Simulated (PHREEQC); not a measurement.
Synthetic water in mmol/kgw, 45 °C, pH 8.04:

```csv
constituent,mmol/kgw
Na,108
K,12.5
Ca,2.43
Mg,8.42
Cl,103
S(6),17.4
Alkalinity (meq/kgw),0.118
B,0.121
```

Valence states are taken as typed.

Computed with PHREEQC (Pitzer model, pitzer.dat).

**Question.** The ionic strength comes out as 0.168 mol/kgw. What activity coefficients do CO3-2, SO4-2, MgOH+, Na+, OH- get?

**Answer.** CO3-2 0.24, SO4-2 0.23, MgOH+ 0.82, Na+ 0.74, OH- 0.70. Single-ion values are on the MacInnes scale.

Precipitation was switched off in this run. Constants without temperature data keep their 25 °C values here.
